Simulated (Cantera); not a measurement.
Feed: 1 mol BF₃, 11 mol H₂O, 8.4 mol H₂, held at 4800 Pa.

Equilibrium computed with Cantera from the NASA thermochemical tables; the gas is ideal and each condensed phase is pure. Candidate condensed phases: B, B₂O₃, B₃O₃H₃, H₂O; 43 gas species. Gases not in the tables: H₃BO₃. Equilibrium is a limit: real reactors are often held back by kinetics, nucleation or transport.

**Question.** Which condensed phases are stable at each of these points (T (K)): 898, 998, 1098, 1198, 1298, 1398, 1498, 1598, 1698, 1798, 1898, 1998, 2098?

**Answer.** 
```csv
T (K),condensed phases,B condensed (%)
898,B₂O₃(l),36.0
998,B₂O₃(l),58.1
1098,B₂O₃(l),70.9
1198,B₂O₃(l),72.5
1298,B₂O₃(l),52.3
1398,gas only,0.0
1498,gas only,0.0
1598,gas only,0.0
1698,gas only,0.0
1798,gas only,0.0
1898,gas only,0.0
1998,gas only,0.0
2098,gas only,0.0
```

From 898 K to 1298 K the condensed part is B₂O₃(l). From 1398 K to 2098 K nothing is condensed.
